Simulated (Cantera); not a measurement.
# Ignition delay

Mixture: 11.4 % CO, 3.54 % H2, 12.7 % O2, 67.1 % N2, 5.25 % CO2, equivalence ratio 0.59, at 9.87 atm, adiabatic and at constant volume. Ignition delay is the time to a rise of 400 K.

Cantera simulation using GRI-Mech 3.0 (53 species, 325 reactions); the numbers are that mechanism's predictions, not measurements. The hydrogen kinetics of GRI-Mech 3.0 are dated; newer H2 mechanisms differ, most at raised pressure. Where the delays flatten at high temperature, the 400 K rule measures the pace of heat release, not the induction time.

| T0 (K) | delay (ms) |
|---|---|
| 1050 | 2.07 |
| 1100 | 0.650 |
| 1150 | 0.203 |
| 1200 | 0.0632 |
| 1250 | 0.0249 |
| 1300 | 0.0138 |
| 1350 | 0.00940 |
| 1400 | 0.00715 |
| 1450 | 0.00583 |

apparent activation energy between 1350 and 1450 K: 78 kJ/mol
